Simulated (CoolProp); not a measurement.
Vapour-liquid equilibrium of cyclopentane (1) + octamethylcyclotetrasiloxane (D4) (2) at 328.1 K; x and y are mole fractions of (1).

Values from CoolProp's multi-fluid Helmholtz-energy mixture model, Gedanitz 2015 and Thol 2015; pair parameters Bell 2016.

**Question.** Give the bubble pressure and the first vapour's composition at x = 0.275, 0.35, 0.95. Is there an azeotrope?

**Answer.** x = 0.275: 0.02732 MPa, y = 0.974; x = 0.35: 0.03545 MPa, y = 0.982; x = 0.95: 0.1151 MPa, y = 1.000. No azeotrope shows between x = 0.05 and 0.95.

The pair parameters rest on a limited set of measurements; away from them the model extrapolates.
